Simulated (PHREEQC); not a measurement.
Alkaline etch or developer (model solution)

Dissolve 0.067 mol NH3, 6.4e-05 mol Na2SiO3 and 0.0048 mol Na2CO3 per kg of water at 25 °C. Closed to the air; pH follows from the charge balance.

All values are PHREEQC results (ion-association model, phreeqc.dat), not measurements.

Each row changes one thing in this solution. Precipitation was switched off in this run.

```json
[
 {"case": "as made", "pH": "11.12", "ionic strength (mol/kgw)": "0.0142", "Na+ (mol/kgw)": "0.00930", "CO3-2 (mol/kgw)": "0.00392", "HCO3- (mol/kgw)": "0.000447", "NaCO3- (mol/kgw)": "0.000429", "SI of Quartz (SiO2)": "-1.58"},
 {"case": "0.021 mol/kgw Na2SO4 added", "pH": "11.11", "ionic strength (mol/kgw)": "0.0720", "Na+ (mol/kgw)": "0.0486", "CO3-2 (mol/kgw)": "0.00325", "HCO3- (mol/kgw)": "0.000284", "NaCO3- (mol/kgw)": "0.00126", "SI of Quartz (SiO2)": "-1.61"},
 {"case": "NH3 left out", "pH": "10.86", "ionic strength (mol/kgw)": "0.0129", "Na+ (mol/kgw)": "0.00932", "CO3-2 (mol/kgw)": "[?]", "HCO3- (mol/kgw)": "0.000760", "NaCO3- (mol/kgw)": "0.000405", "SI of Quartz (SiO2)": "-1.33"},
 {"case": "diluted 5-fold with water", "pH": "10.77", "ionic strength (mol/kgw)": "0.00306", "Na+ (mol/kgw)": "[?]", "CO3-2 (mol/kgw)": "0.000722", "HCO3- (mol/kgw)": "0.000217", "NaCO3- (mol/kgw)": "2.04e-5", "SI of Quartz (SiO2)": "-1.93"},
 {"case": "Na2SiO3 from 6.4e-05 to 3.2e-05 mol/kgw", "pH": "11.12", "ionic strength (mol/kgw)": "0.0142", "Na+ (mol/kgw)": "0.00924", "CO3-2 (mol/kgw)": "0.00392", "HCO3- (mol/kgw)": "0.000452", "NaCO3- (mol/kgw)": "0.000426", "SI of Quartz (SiO2)": "-1.88"},
 {"case": "NH3 replaced by (NH4)2SO4 at the same molality", "pH": "8.07", "ionic strength (mol/kgw)": "0.166", "Na+ (mol/kgw)": "0.00904", "CO3-2 (mol/kgw)": "5.89e-5", "HCO3- (mol/kgw)": "0.00466", "NaCO3- (mol/kgw)": "3.28e-6", "SI of Quartz (SiO2)": "-0.20"},
 {"case": "temperature from 25 to 10 °C", "pH": "11.60", "ionic strength (mol/kgw)": "0.0149", "Na+ (mol/kgw)": "0.00951", "CO3-2 (mol/kgw)": "0.00434", "HCO3- (mol/kgw)": "0.000238", "NaCO3- (mol/kgw)": "0.000219", "SI of Quartz (SiO2)": "-1.57"},
 {"case": "Na2SiO3 from 6.4e-05 to 1.28e-05 mol/kgw", "pH": "11.11", "ionic strength (mol/kgw)": "0.0141", "Na+ (mol/kgw)": "0.00920", "CO3-2 (mol/kgw)": "0.00392", "HCO3- (mol/kgw)": "0.000455", "NaCO3- (mol/kgw)": "0.000424", "SI of Quartz (SiO2)": "-2.27"},
 {"case": "0.016 mol/kgw KCl added", "pH": "11.11", "ionic strength (mol/kgw)": "0.0304", "Na+ (mol/kgw)": "0.00935", "CO3-2 (mol/kgw)": "0.00401", "HCO3- (mol/kgw)": "0.000412", "NaCO3- (mol/kgw)": "0.000375", "SI of Quartz (SiO2)": "-1.59"}
]
```

**Question.** Fill in the missing entries.

**Answer.** 
- NH3 left out, CO3-2 (mol/kgw): 0.00363
- diluted 5-fold with water, Na+ (mol/kgw): 0.00193

Complexes and solids missing from the database can't appear. At this temperature some constants are extrapolated from 25 °C, and those without enthalpy data are left unchanged.
